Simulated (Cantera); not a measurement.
A closed system holds: 1 mol SiHCl₃, 0.69 mol N₂, 1 mol H₂, 3.3 mol NH₃, equilibrated at 72.0 Pa.

Cantera equilibrium calculation (NASA polynomials, part measured and part estimated; ideal gas, pure solids and liquids). Candidate condensed phases: NH₄Cl, Si, Si₃N₄; 28 gas species. The tables' values for SiCl₃, SiCl are old estimates; treat these amounts as uncertain. Kinetics and transport are ignored.

At 1500 K, list the 4 most abundant gas species with their mole fractions, and the condensed phases.

H₂ 0.560, N₂ 0.212, HCl 0.160, SiCl₂ 0.0673. Condensed: Si₃N₄(s).
